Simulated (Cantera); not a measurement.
**Fe₂O₃ + CH₄ + N₂ (carbothermic reduction)**

A closed system holds: 1 mol Fe₂O₃, 1 mol CH₄, 5.8 mol N₂, at 650 °C and 86.0 mbar.

These are equilibrium values from Cantera (NASA tables, ideal gas, pure condensed phases), not measurements of a reactor. Candidate condensed phases: C, C₆H₆, C₇H₈, C₈H₁₈, Fe, Fe(CO)₅, FeO, Fe(OH)₂, Fe(OH)₃, Fe₂O₃, Fe₃O₄, H₂O; 140 gas species. The tables' stoichiometric FeO is somewhat more stable than real wüstite, so its field is too wide. FeO: taken at fixed stoichiometry. Rates play no part.

```json
{
  "x(N₂)": "0.659",
  "x(H₂)": "0.198",
  "x(CO)": "0.0877",
  "x(H₂O)": "0.0287",
  "x(CO₂)": "0.0259",
  "x(CH₄)": "6.33e-5",
  "x(NH₃)": "6.23e-6",
  "n(Fe(α))": "0.481 mol",
  "n(FeO(s))": "1.52 mol",
  "gas_amount": "8.799 mol",
  "log10 activity of C(graphite) (absent)": "-1.09",
  "log10 activity of Fe(OH)₂(s) (absent)": "-7.24",
  "log10 activity of Fe(OH)₃(s) (absent)": "-13.62"
}
```
